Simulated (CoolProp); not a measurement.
Carbon dioxide along the isotherm 221.6 K: Z from the reference equation and from simpler models built on Tc = 304.1 K, pc = 7.377 MPa, ω = 0.224; each cubic takes its own stable root.

Computed with CoolProp (reference Helmholtz-energy equation of state, Span 1996).

| p (MPa) | phase | reference | van der Waals | Soave-Redlich-Kwong | Peng-Robinson |
|---|---|---|---|---|---|
| 0.233 | gas | 0.9683 | 0.9799 | 0.9711 | 0.9696 |
| 0.415 | gas | 0.9420 | 0.9637 | 0.9475 | 0.9447 |
| 0.738 | liquid | 0.01519 | 0.9336 | 0.01651 | 0.01457 |
| 1.31 | liquid | 0.02693 | 0.8748 | 0.02926 | 0.02582 |
| 2.33 | liquid | 0.04781 | 0.07763 | 0.05187 | 0.04580 |
| 4.15 | liquid | 0.08486 | 0.1365 | 0.09191 | 0.08121 |
| 7.38 | liquid | 0.1500 | 0.2383 | 0.1620 | 0.1433 |
| 13.1 | liquid | 0.2638 | 0.4120 | 0.2836 | 0.2513 |

At some of these states van der Waals gives the other phase, because its saturation line lies elsewhere.
